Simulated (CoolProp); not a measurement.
Vapour-liquid equilibrium of ethylene (1) + ethane (2) at 0.0696 MPa; x and y are mole fractions of (1).

The numbers come from the multi-fluid Helmholtz-energy mixture model, Smukala 2000 and Bücker 2006; pair parameters Bell 2016 in CoolProp.

Question: Give the bubble temperature and the first vapour's composition at x = 0.25, 0.45, 0.65. Is there an azeotrope?

Answer: x = 0.25: -101.0 °C, y = 0.455; x = 0.45: -103.9 °C, y = 0.659; x = 0.65: -106.3 °C, y = 0.809. No azeotrope shows between x = 0.05 and 0.95.

Pair parameters are fitted to limited data, so mixtures are less certain than the pure fluids.
